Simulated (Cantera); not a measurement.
A perfectly stirred reactor is fed with 4.40 % H₂, 95.6 % O₂, at 3200 Pa; it is held at 950 K, and followed from long to short residence time.

Cantera simulation using the H2/O2 subset of GRI-Mech 3.0, which has no nitrogen chemistry; the numbers are that mechanism's predictions, not measurements. Radical loss at walls, strong at low pressure, is not modelled. The temperature is held fixed by assumption; the heat of reaction is taken as removed at once.

x: mole fraction; the columns are a selection and need not sum to one.

```json
[
 {"τ (s)": "4.5", "x H₂": "0.000231", "x O₂": "0.955", "x HO₂": "2.67e-6", "x H₂O": "0.0447", "x H": "4.64e-6", "x H₂O₂": "1.31e-7", "x OH": "8.13e-5"},
 {"τ (s)": "1.5", "x H₂": "___", "x O₂": "0.955", "x HO₂": "___", "x H₂O": "0.0444", "x H": "___", "x H₂O₂": "___", "x OH": "___"},
 {"τ (s)": "0.50", "x H₂": "0.000789", "x O₂": "0.954", "x HO₂": "6.35e-6", "x H₂O": "0.0440", "x H": "4.11e-5", "x H₂O₂": "2.42e-7", "x OH": "0.000198"},
 {"τ (s)": "0.17", "x H₂": "___", "x O₂": "0.954", "x HO₂": "___", "x H₂O": "0.0433", "x H": "___", "x H₂O₂": "___", "x OH": "___"},
 {"τ (s)": "0.056", "x H₂": "0.00254", "x O₂": "0.953", "x HO₂": "1.24e-5", "x H₂O": "0.0419", "x H": "0.000343", "x H₂O₂": "4.31e-7", "x OH": "0.000515"},
 {"τ (s)": "0.019", "x H₂": "0.00447", "x O₂": "0.952", "x HO₂": "1.56e-5", "x H₂O": "0.0394", "x H": "0.000925", "x H₂O₂": "5.45e-7", "x OH": "0.000819"},
 {"τ (s)": "0.0063", "x H₂": "0.00798", "x O₂": "0.950", "x HO₂": "1.79e-5", "x H₂O": "0.0348", "x H": "0.00229", "x H₂O₂": "6.46e-7", "x OH": "0.00126"},
 {"τ (s)": "0.0021", "x H₂": "0.0143", "x O₂": "0.947", "x HO₂": "1.85e-5", "x H₂O": "0.0270", "x H": "0.00441", "x H₂O₂": "6.93e-7", "x OH": "0.00171"},
 {"τ (s)": "0.00070", "x H₂": "0.0257", "x O₂": "0.948", "x HO₂": "1.70e-5", "x H₂O": "0.0152", "x H": "0.00470", "x H₂O₂": "5.94e-7", "x OH": "0.00171"}
]
```

Question: Complete the blanks.

Answer: 
- 1.5, x H₂: 0.000431
- 1.5, x HO₂: 4.20e-6
- 1.5, x H: 1.38e-5
- 1.5, x H₂O₂: 1.78e-7
- 1.5, x OH: 0.000125
- 0.17, x H₂: 0.00141
- 0.17, x HO₂: 9.12e-6
- 0.17, x H: 0.000118
- 0.17, x H₂O₂: 3.25e-7
- 0.17, x OH: 0.000316
